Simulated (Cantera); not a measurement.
An isothermal, constant-pressure homogeneous reactor starts with 8.65 % H2, 4.81 % O2, 86.5 % N2, at 1350 K and 0.750 atm.

Cantera simulation using the H2/O2 subset of GRI-Mech 3.0, which has no nitrogen chemistry; the numbers are that mechanism's predictions, not measurements. The temperature is held fixed by assumption; the heat of reaction is taken as removed at once.

One state of this run: x H2 = 0.00125; x O2 = 0.00555; x H = 0.000378; x H2O2 = 4.24e-7; x HO2 = 2.10e-6; x O = 0.000146. x: mole fraction; the columns are a selection and need not sum to one.

Which value of t (s) does it belong to?
A) 0.000714
B) 9.81e-5
C) 1.35e-5
D) 0.00193

D, 0.00193
